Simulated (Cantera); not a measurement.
A Cantera script and its output.

```python
import numpy as np
import cantera as ct

gas = ct.Solution("gri30.yaml")


def delay(T, t_max=10):
    gas.TPX = T, 101325, {'CH4': 1, 'O2': 0.952, 'N2': 6.29}
    reactor = ct.IdealGasReactor(gas, clone=False)
    net = ct.ReactorNet([reactor])
    net.rtol, net.atol = 1e-8, 1e-16
    while net.time < t_max:
        t_old, T_old = net.time, reactor.T
        net.step()
        if reactor.T > T + 400:  # ignition: a rise of 400 K
            return t_old + (T + 400 - T_old) / (reactor.T - T_old) * (net.time - t_old)
    return np.nan


taus = []
for T in [1098, 1198, 1298, 1398, 1498, 1598, 1698, 1798]:
    taus.append(delay(T))
    print(f"T0 = {T:6g} K   tau = {taus[-1]:.4e} s")
```

Output:

```
T0 =   1098 K   tau = 5.1095e-01 s
T0 =   1198 K   tau = 1.1313e-01 s
T0 =   1298 K   tau = 2.8642e-02 s
T0 =   1398 K   tau = 8.0126e-03 s
T0 =   1498 K   tau = 2.4852e-03 s
T0 =   1598 K   tau = 8.7852e-04 s
T0 =   1698 K   tau = 3.6080e-04 s
T0 =   1798 K   tau = 1.7085e-04 s
```

Cantera simulation using GRI-Mech 3.0 (53 species, 325 reactions); the numbers are that mechanism's predictions, not measurements.
